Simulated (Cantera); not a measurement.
Cantera run:

```python
import numpy as np
import cantera as ct

gas_names = """
    C CN CO CO2 C2 CCN CNC C2N2 C2O C3 C3O2 C4 C4N2 C5 Cu CuO Cu2 N NCO NO NO2 NO3 N2 N2O O O2 O3
""".split()
cond_names = """
    C(gr) Cu(cr) Cu(L) CuO(s) Cu2O(s) Cu2O(L)
""".split()


# ... load() reads the species with a 1 bar reference pressure and builds the phases ...
atoms = {
    'CuO': {'Cu': 1, 'O': 1},
    'C': {'C': 1},
    'N2': {'N': 2},
}
top_T = {'C(gr)': 4500, 'CuO(s)': 1390}  # K; cautious upper limits of use, not melting points


# ... equilibrate(T, P, feed) seeds the gas with the atoms and calls Mixture.equilibrate('TP', solver="vcs", rtol=1e-11, max_steps=5000) ...
results = []
feed = {'CuO': 1, 'C': 1.3, 'N2': 0.12}  # mol
T = 1948.15  # K
P = 11000  # Pa
mix = equilibrate(T, P, feed)
results.append((T, P, feed, dict(zip(mix.species_names, mix.species_moles))))
print(gas.report(threshold=1e-05))
for i in range(1, mix.n_phases):
    print(f"{mix.phase(i).name:16s} {mix.phase_moles(i):12.5e} mol")
```

It prints:

```
       temperature   1948.2 K
          pressure   11000 Pa
           density   0.019603 kg/m^3
  mean mol. weight   28.866 kg/kmol
   phase of matter   gas

                          1 kg             1 kmol
                     ---------------   ---------------
          enthalpy        -1.177e+06       -3.3974e+07  J
   internal energy       -1.7381e+06       -5.0172e+07  J
           entropy            9625.3        2.7785e+05  J/K
    Gibbs function       -1.9929e+07       -5.7526e+08  J
 heat capacity c_p            1240.7             35814  J/K
 heat capacity c_v            952.65             27500  J/K

                      mass frac. Y      mole frac. X     chem. pot. / RT
                     ---------------   ---------------   ---------------
                CO           0.84563           0.87148           -36.782
                Cu          0.052515          0.023855           -7.6859
               Cu2        0.00036178        8.2172e-05           -15.372
                N2           0.10149           0.10458           -31.318
     [  +23 minor]        4.6602e-06        3.1484e-06

C(gr)             3.00003e-01 mol
Cu(L)             9.72438e-01 mol
Cu2O(L)           0.00000e+00 mol
```

Method: chemical equilibrium by Gibbs-energy minimisation in Cantera with the NASA 1993 tables (ideal gas, pure condensed phases).
